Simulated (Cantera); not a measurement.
A Cantera script and its output.

```python
import numpy as np
import cantera as ct

gas = ct.Solution("gri30.yaml")
gas.TPX = 623, 1000000, {'CH3OH': 1, 'O2': 1.15, 'N2': 4.34}
flame = ct.FreeFlame(gas, width=0.008)
flame.set_refine_criteria(ratio=3, slope=0.08, curve=0.16)
flame.transport_model = "unity-Lewis-number"
flame.solve(loglevel=0, auto=True)
z, T = flame.grid, flame.T
thick = (T[-1] - T[0]) / np.gradient(T, z).max()
show = ['CH3OH', 'O2', 'CH2O', 'CH2', 'CH4', 'NO']
print(f"laminar burning velocity  {flame.velocity[0] * 100:.3f} cm/s")
print(f"burnt temperature         {T[-1]:.1f} K")
print(f"thermal thickness         {thick * 1e3:.4f} mm")
print(f"grid points               {len(z)}")
z0 = z[flame.heat_release_rate.argmax()]
print(f"{'z/mm':>9s}{'T/K':>9s}{'u/(m/s)':>9s}" + "".join(f"{s:>11s}" for s in show))
rows = []
for k in (-3, -2, -1.5, -1, -0.5, -0.25, 0, 0.25, 0.5, 1, 2, 4, 8):
    zz = z0 + k * thick
    rows.append([k * thick, np.interp(zz, z, T), np.interp(zz, z, flame.velocity),
                 *(np.interp(zz, z, flame.X[gas.species_index(s)]) for s in show)])
    print(f"{rows[-1][0] * 1e3:9.3f}{rows[-1][1]:9.1f}{rows[-1][2]:9.3f}" + "".join(f"{x:11.3e}" for x in rows[-1][3:]))
```

Output:

```
laminar burning velocity  74.935 cm/s
burnt temperature         2311.3 K
thermal thickness         0.0420 mm
grid points               134
     z/mm      T/K  u/(m/s)      CH3OH         O2       CH2O        CH2        CH4         NO
   -0.126    623.9    0.751  1.540e-01  1.771e-01  9.235e-06  9.240e-26  3.384e-07  1.404e-09
   -0.084    630.5    0.759  1.531e-01  1.763e-01  7.362e-05  9.327e-23  2.697e-06  1.167e-08
   -0.063    650.9    0.785  1.505e-01  1.739e-01  2.732e-04  7.599e-21  1.001e-05  4.639e-08
   -0.042    742.5    0.906  1.385e-01  1.630e-01  1.178e-03  9.338e-18  4.315e-05  2.637e-07
   -0.021   1124.4    1.438  8.765e-02  1.168e-01  5.015e-03  1.263e-11  1.838e-04  2.239e-06
   -0.011   1490.4    1.996  4.035e-02  7.330e-02  8.110e-03  8.560e-08  3.143e-04  6.031e-06
    0.000   1879.7    2.621  2.740e-03  3.148e-02  2.930e-03  1.170e-05  3.610e-04  1.215e-05
    0.011   2060.9    2.861  4.646e-06  1.162e-02  2.209e-05  2.175e-06  6.442e-05  1.740e-05
    0.021   2144.4    2.958  8.898e-08  5.468e-03  7.652e-07  2.408e-07  5.242e-06  2.116e-05
    0.042   2221.1    3.046  1.401e-09  2.139e-03  2.325e-08  4.631e-09  7.892e-08  2.501e-05
    0.084   2271.4    3.102  8.429e-12  6.982e-04  9.530e-09  2.552e-11  5.123e-10  2.780e-05
    0.168   2297.1    3.131  2.523e-13  1.896e-04  8.793e-09  2.478e-13  7.494e-12  2.946e-05
    0.336   2307.7    3.142  1.811e-13  5.384e-05  8.520e-09  8.682e-14  5.545e-12  3.046e-05
```

Model: GRI-Mech 3.0 (53 species, 325 reactions), integrated in Cantera. GRI-Mech 3.0 was tuned for natural gas; its chemistry of methanol as a main component is partial and can be far from experiment. Unity Lewis numbers drop preferential diffusion, which matters most where H2 and H carry the flame. Burning velocities carry a grid error of a few per cent, more on coarse grids.
